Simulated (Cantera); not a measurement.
Cantera with NASA thermochemical tables; ideal gases at 1 bar, condensed phases pure. Values are per mole of reaction as written; species without (g) are pure solids or liquids, kept so even where they would boil at 1 bar.

**Question.** Between 425 and 600 K, where is each reaction favourable under standard conditions?
- 4 H(g) + NiS₂ = Ni + 2 H₂S(g)
- Ni₃S₄ + 8 H(g) = 4 H₂S(g) + 3 Ni
- NiS₂ = 2 S + Ni

**Answer.** 
- 4 H(g) + NiS₂ = Ni + 2 H₂S(g): ΔG° is -742 kJ at 425 K and -721 kJ at 600 K; it stays negative (K > 1). ΔH° is -798 kJ and ΔS° -128 J/K at 600 K.
- Ni₃S₄ + 8 H(g) = 4 H₂S(g) + 3 Ni: ΔG° is -1441 kJ at 425 K and -1396 kJ at 600 K; it stays negative (K > 1). ΔH° is -1560 kJ and ΔS° -274 J/K at 600 K.
- NiS₂ = 2 S + Ni: ΔG° is 121 kJ at 425 K and 114 kJ at 600 K; it stays positive (K < 1). ΔH° is 143 kJ and ΔS° 48 J/K at 600 K.
